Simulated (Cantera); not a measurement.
Gas mixture: 100 % C₃H₈, at 0.000120 bar, frozen composition.

Cantera's kinetic-theory transport with the Lennard-Jones parameters of GRI-Mech 3.0, ideal gas; thermal conductivity in the mixture-averaged form. The composition is frozen, though it would react at the higher temperatures.

D: mixture-averaged diffusion coefficient of that species in the mixture.

```json
[
 {"T (K)": "400", "ρ (kg/m³)": "0.000159", "cp (J/kg/K)": "2134", "μ (µPa s)": "10.9", "λ (mW/m/K)": "30.7", "Pr": "0.756", "D (cm²/s) CH₃": "1820", "D (cm²/s) CH₄": "1810", "D (cm²/s) NO": "[?]"},
 {"T (K)": "550", "ρ (kg/m³)": "0.000116", "cp (J/kg/K)": "2739", "μ (µPa s)": "14.4", "λ (mW/m/K)": "52.3", "Pr": "0.754", "D (cm²/s) CH₃": "3240", "D (cm²/s) CH₄": "3210", "D (cm²/s) NO": "[?]"},
 {"T (K)": "700", "ρ (kg/m³)": "9.09e-5", "cp (J/kg/K)": "3237", "μ (µPa s)": "17.5", "λ (mW/m/K)": "75.0", "Pr": "0.757", "D (cm²/s) CH₃": "4950", "D (cm²/s) CH₄": "4910", "D (cm²/s) NO": "[?]"},
 {"T (K)": "850", "ρ (kg/m³)": "7.49e-5", "cp (J/kg/K)": "3634", "μ (µPa s)": "20.3", "λ (mW/m/K)": "97.6", "Pr": "0.758", "D (cm²/s) CH₃": "6930", "D (cm²/s) CH₄": "6870", "D (cm²/s) NO": "[?]"},
 {"T (K)": "1000", "ρ (kg/m³)": "6.36e-5", "cp (J/kg/K)": "3960", "μ (µPa s)": "23.0", "λ (mW/m/K)": "120", "Pr": "0.759", "D (cm²/s) CH₃": "9160", "D (cm²/s) CH₄": "9070", "D (cm²/s) NO": "[?]"},
 {"T (K)": "1150", "ρ (kg/m³)": "5.53e-5", "cp (J/kg/K)": "4195", "μ (µPa s)": "25.4", "λ (mW/m/K)": "141", "Pr": "0.753", "D (cm²/s) CH₃": "11600", "D (cm²/s) CH₄": "11500", "D (cm²/s) NO": "[?]"},
 {"T (K)": "1300", "ρ (kg/m³)": "4.90e-5", "cp (J/kg/K)": "4401", "μ (µPa s)": "27.7", "λ (mW/m/K)": "162", "Pr": "0.751", "D (cm²/s) CH₃": "14300", "D (cm²/s) CH₄": "14100", "D (cm²/s) NO": "[?]"},
 {"T (K)": "1450", "ρ (kg/m³)": "4.39e-5", "cp (J/kg/K)": "4580", "μ (µPa s)": "29.8", "λ (mW/m/K)": "182", "Pr": "0.750", "D (cm²/s) CH₃": "17200", "D (cm²/s) CH₄": "17000", "D (cm²/s) NO": "[?]"}
]
```

**Question.** Complete the blanks.

**Answer.** 
- 400, D (cm²/s) NO: 1600
- 550, D (cm²/s) NO: 2820
- 700, D (cm²/s) NO: 4280
- 850, D (cm²/s) NO: 5970
- 1000, D (cm²/s) NO: 7860
- 1150, D (cm²/s) NO: 9950
- 1300, D (cm²/s) NO: 12200
- 1450, D (cm²/s) NO: 14700
